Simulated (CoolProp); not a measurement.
A single-stage vapour-compression cycle with R115: evaporating at 274.15 K (dew point), condensing at 310.15 K (bubble point), superheat 2 K, subcooling 5 K, compressor efficiency 0.9, no pressure losses. Each further row changes one setting.

Computed with CoolProp (reference Helmholtz-energy equation of state, Lemmon 2016).

```csv
case,cooling COP,pressure ratio,discharge temperature (K),refrigerating effect (kJ/kg),volumetric capacity (kJ/m³)
as stated,5.45,2.69,310.2,76.1,2650
evaporating temperature 279.15 K,6.66,2.30,310.2,78.7,3190
condensing temperature 305.15 K,6.64,2.38,305.2,81.7,2840
subcooling 10 K,5.85,2.69,310.2,81.7,2850
superheat 12 K,5.62,2.69,317.7,83.6,2760
compressor efficiency 0.8,4.84,2.69,310.4,76.1,2650
```

The compression ends wet for: as stated; evaporating temperature 279.15 K; condensing temperature 305.15 K; subcooling 10 K.
